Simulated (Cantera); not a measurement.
An isothermal, constant-pressure homogeneous reactor starts with N₂O : O₂ : N₂ = 1 : 2 : 0.091 (molar parts), at 1175 K and 0.330 bar.

Cantera simulation using GRI-Mech 3.0 (53 species, 325 reactions); the numbers are that mechanism's predictions, not measurements. GRI-Mech 3.0 was tuned for natural gas; its chemistry of N2O as a main component is partial and can be far from experiment. The mechanism lacks the step 2 NO + O2 → 2 NO2, which can matter for NO2 below about 1400 K. The temperature is held fixed by assumption; the heat of reaction is taken as removed at once.

x: mole fraction; the columns are a selection and need not sum to one.

| t (s) | x N₂O | x O₂ | x NO | x NO₂ | x O | x N₂ |
|---|---|---|---|---|---|---|
| 0.000900 | 0.323 | 0.647 | 3.17e-6 | 9.84e-11 | 1.21e-6 | 0.0295 |
| 0.00276 | 0.323 | 0.647 | 1.02e-5 | 1.00e-9 | 1.21e-6 | 0.0295 |
| 0.00844 | 0.323 | 0.647 | 3.17e-5 | 9.41e-9 | 1.21e-6 | 0.0298 |
| 0.0258 | 0.322 | 0.647 | 9.72e-5 | 8.04e-8 | 1.21e-6 | 0.0304 |
| 0.0792 | 0.320 | 0.647 | 0.000296 | 5.75e-7 | 1.20e-6 | 0.0324 |
| 0.242 | 0.313 | 0.648 | 0.000894 | 2.90e-6 | 1.20e-6 | 0.0383 |
| 0.742 | 0.291 | 0.651 | 0.00261 | 1.02e-5 | 1.18e-6 | 0.0555 |
| 2.27 | 0.236 | 0.657 | 0.00700 | 2.89e-5 | 1.13e-6 | 0.0998 |
| 6.96 | 0.131 | 0.669 | 0.0150 | 6.38e-5 | [?] | 0.185 |
| 21.3 | 0.0308 | 0.681 | 0.0212 | 9.95e-5 | [?] | 0.267 |
| 65.3 | 0.00136 | 0.685 | 0.0218 | 0.000248 | [?] | 0.292 |
| 200 | 4.02e-7 | 0.685 | 0.0216 | 0.000426 | [?] | 0.293 |

Some entries are withheld; supply them.


- 6.96, x O: 9.64e-7
- 21.3, x O: 4.80e-7
- 65.3, x O: 4.71e-8
- 200, x O: 2.12e-8
